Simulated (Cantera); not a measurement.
Feed: 1 mol SiCl4, 53 mol H2, 0.15 mol HCl, equilibrated at 9.40 mbar.

These are equilibrium values from Cantera (NASA tables, ideal gas, pure condensed phases), not measurements of a reactor. Candidate condensed phases: Si; 19 gas species. Rates play no part.

Problem. What share of the Si ends up in condensed phases as a function of T (K), at 948, 1023, 1098, 1173, 1248, 1323, 1398, 1473, 1548?

Solution. 
| T (K) | Si condensed (%) | as |
|---|---|---|
| 948 | 8.8 | Si(s) |
| 1023 | 22.3 | Si(s) |
| 1098 | 36.1 | Si(s) |
| 1173 | 45.0 | Si(s) |
| 1248 | 47.6 | Si(s) |
| 1323 | 47.0 | Si(s) |
| 1398 | 45.4 | Si(s) |
| 1473 | 43.6 | Si(s) |
| 1548 | 41.9 | Si(s) |
